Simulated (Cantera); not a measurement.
A Cantera script and what it prints.

```python
import numpy as np
import cantera as ct

gas_names = """
    B BCL BCL2 BCL3 BH BH2 BH3 BN BO BOCL BO2 B2 B2O B2O2 B2O3 B3O3CL3 B3O3H3 CL CLO CL2 H HBO HBO2 HCL
    HNO HNO2 HNO3 HOCL HO2 H2 H2O H2O2 H3B3O6 N NH NH2 NH3 NH2OH NO NO2 NO3 N2 N2H2 N2H4 N2O O OH O2 O3
""".split()
cond_names = """
    B(b) B(L) BN(s) B2O3(L) B3O3H3(cr) H2O(s) H2O(L) NH4CL(a) NH4CL(b)
""".split()


def load(file, names, dense=False):
    # The tables refer to 1 bar. Condensed volumes are neglected.
    table = {s.name: s for s in ct.Species.list_from_file(file)}
    out = []
    for n in names:
        d = dict(table[n].input_data)
        d["thermo"] = dict(d["thermo"], **{"reference-pressure": 1e5})
        if dense:
            d["equation-of-state"] = {"model": "constant-volume", "density": "1e6 g/cm^3"}
        out.append(ct.Species.from_dict(d))
    return out


gas = ct.Solution(thermo="ideal-gas", species=load("nasa_gas.yaml", gas_names))
cond = {s.name: ct.Solution(thermo="fixed-stoichiometry", species=[s], name=s.name)
        for s in load("nasa_condensed.yaml", cond_names, dense=True)}
atoms = {
    'BCl3': {'B': 1, 'CL': 3},
    'H2O': {'H': 2, 'O': 1},
    'N2': {'N': 2},
    'O2': {'O': 2},
}
top_T = {'BN(s)': 3200}  # K; cautious upper limits of use, not melting points


def equilibrate(T, P, feed):
    n = {}
    for name, mol in feed.items():
        for a, k in atoms[name].items():
            n[a] = n.get(a, 0.0) + k * mol
    gas.TPX = T, P, n
    mass = sum(n.values()) * gas.mean_molecular_weight
    gas.equilibrate("TP")
    valid = [c for c in cond.values() if c.min_temp <= T <= top_T.get(c.name, c.max_temp)]
    mix = ct.Mixture([(gas, mass / gas.mean_molecular_weight)] + [(c, 0.0) for c in valid])
    mix.T, mix.P = T, P
    mix.equilibrate("TP", solver="vcs", rtol=1e-11, max_steps=5000)
    return mix


results = []
T = 1098  # K
P = 16000  # Pa
for m in [0.58, 0.69, 0.81, 0.95, 1.1, 1.3, 1.6, 1.8, 2.2, 2.6, 3]:
    feed = {'BCl3': 1, 'H2O': m, 'N2': 150, 'O2': 3.4}  # mol
    mix = equilibrate(T, P, feed)
    results.append((T, P, feed, dict(zip(mix.species_names, mix.species_moles))))
    x = sorted(zip(gas.X, gas.species_names), reverse=True)
    print(f"T = {T:g} K  P = {P:g} Pa  n(H2O) = {m:g} mol  gas = {mix.phase_moles(0):.4g} mol")
    print("   x: " + "  ".join(f"{s} {v:.3e}" for v, s in x if v > 1e-05))
    print("   condensed (mol): " + ("  ".join(f"{mix.phase(i).name} {mix.phase_moles(i):.4g}"
          for i in range(1, mix.n_phases) if mix.phase_moles(i) > 1e-12) or "none"))
```

Output:

```
T = 1098 K  P = 16000 Pa  n(H2O) = 0.58 mol  gas = 155 mol
   x: N2 9.675e-01  O2 1.890e-02  HCL 7.299e-03  CL2 5.883e-03  CL 2.834e-04  H2O 8.932e-05  NO 2.775e-05
   condensed (mol): B2O3(L) 0.4997
T = 1098 K  P = 16000 Pa  n(H2O) = 0.69 mol  gas = 155.2 mol
   x: N2 9.665e-01  O2 1.921e-02  HCL 8.605e-03  CL2 5.229e-03  CL 2.672e-04  H2O 1.408e-04  NO 2.796e-05
   condensed (mol): B2O3(L) 0.4996
T = 1098 K  P = 16000 Pa  n(H2O) = 0.81 mol  gas = 155.4 mol
   x: N2 9.654e-01  O2 1.954e-02  HCL 9.980e-03  CL2 4.539e-03  CL 2.490e-04  H2O 2.200e-04  NO 2.818e-05
   condensed (mol): B2O3(L) 0.4995
T = 1098 K  P = 16000 Pa  n(H2O) = 0.95 mol  gas = 155.6 mol
   x: N2 9.642e-01  O2 1.989e-02  HCL 1.150e-02  CL2 3.780e-03  H2O 3.539e-04  CL 2.272e-04  NO 2.842e-05
   condensed (mol): B2O3(L) 0.4994
T = 1098 K  P = 16000 Pa  n(H2O) = 1.1 mol  gas = 155.8 mol
   x: N2 9.629e-01  O2 2.024e-02  HCL 1.298e-02  CL2 3.037e-03  H2O 5.662e-04  CL 2.037e-04  NO 2.865e-05  HBO2 1.002e-05
   condensed (mol): B2O3(L) 0.4992
T = 1098 K  P = 16000 Pa  n(H2O) = 1.3 mol  gas = 156 mol
   x: N2 9.613e-01  O2 2.063e-02  HCL 1.464e-02  CL2 2.204e-03  H2O 1.002e-03  CL 1.735e-04  NO 2.890e-05  HBO2 1.333e-05
   condensed (mol): B2O3(L) 0.4989
T = 1098 K  P = 16000 Pa  n(H2O) = 1.6 mol  gas = 156.4 mol
   x: N2 9.591e-01  O2 2.101e-02  HCL 1.634e-02  H2O 2.051e-03  CL2 1.354e-03  CL 1.360e-04  NO 2.913e-05  HBO2 1.907e-05
   condensed (mol): B2O3(L) 0.4984
T = 1098 K  P = 16000 Pa  n(H2O) = 1.8 mol  gas = 156.6 mol
   x: N2 9.577e-01  O2 2.116e-02  HCL 1.701e-02  H2O 2.975e-03  CL2 1.014e-03  CL 1.177e-04  NO 2.921e-05  HBO2 2.297e-05
   condensed (mol): B2O3(L) 0.4979
T = 1098 K  P = 16000 Pa  n(H2O) = 2.2 mol  gas = 157.1 mol
   x: N2 9.551e-01  O2 2.129e-02  HCL 1.772e-02  H2O 5.126e-03  CL2 6.415e-04  CL 9.359e-05  HBO2 3.016e-05  NO 2.926e-05
   condensed (mol): B2O3(L) 0.497
T = 1098 K  P = 16000 Pa  n(H2O) = 2.6 mol  gas = 157.5 mol
   x: N2 9.526e-01  O2 2.133e-02  HCL 1.806e-02  H2O 7.458e-03  CL2 4.580e-04  CL 7.908e-05  HBO2 3.637e-05  NO 2.925e-05
   condensed (mol): B2O3(L) 0.4961
T = 1098 K  P = 16000 Pa  n(H2O) = 3 mol  gas = 157.9 mol
   x: N2 9.501e-01  O2 2.133e-02  HCL 1.823e-02  H2O 9.858e-03  CL2 3.530e-04  CL 6.943e-05  HBO2 4.182e-05  NO 2.921e-05
   condensed (mol): B2O3(L) 0.4951
```

These are equilibrium values from Cantera (NASA tables, ideal gas, pure condensed phases), not measurements of a reactor. Gases not in the tables: H3BO3.
